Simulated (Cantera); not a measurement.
A freely propagating, adiabatic, planar premixed flame of H₂ : O₂ : N₂ : H₂O = 1 : 0.943 : 3.55 : 0.65 (molar parts), equivalence ratio 0.53, unburnt at 350 K and 760 Torr; mixture-averaged transport, grid criteria slope 0.08 and curve 0.16, no radiation.

Detailed kinetics in Cantera: the H2/O2 subset of GRI-Mech 3.0, which has no nitrogen chemistry. Burning velocities carry a grid error of a few per cent, more on coarse grids. Lean hydrogen flames are cellular in practice and burn faster than this planar one.

What does this change do: O2 0.943 to 1.2 parts?


```
quantity                     before      after
------------------------  ---------  ---------
laminar burning velocity  31.0 cm/s  26.1 cm/s
thermal thickness          0.609 mm   0.652 mm
peak x(O)                   0.00122    0.00110
peak x(HO₂)                0.000283   0.000284
peak x(OH)                  0.00255    0.00222
```

What does this change do: inlet temperature 350 to 673 K?


```csv
quantity,before,after
laminar burning velocity,31.0 cm/s,325 cm/s
thermal thickness,0.609 mm,0.410 mm
peak x(O),0.00122,0.00564
peak x(HO₂),0.000283,0.000359
peak x(OH),0.00255,0.00810
```
